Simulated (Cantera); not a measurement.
A closed system holds: 1 mol C6H6, 3.9 mol H2O, held at 2.70 mbar.

Method: chemical equilibrium by Gibbs-energy minimisation in Cantera with the NASA 1993 tables (ideal gas, pure condensed phases). Candidate condensed phases: C, C6H6, C7H8, C8H18, H2O; 110 gas species. Rates play no part.

Question: What share of the C ends up in condensed phases as a function of T (°C), at 2300, 2350, 2400, 2450, 2500, 2550, 2600, 2650, 2700?

Answer: 
```tsv
T (°C)	C condensed (%)	as
2300	32.2	C(graphite)
2350	31.4	C(graphite)
2400	30.2	C(graphite)
2450	27.9	C(graphite)
2500	24.0	C(graphite)
2550	16.8	C(graphite)
2600	3.7	C(graphite)
2650	0.0	-
2700	0.0	-
```
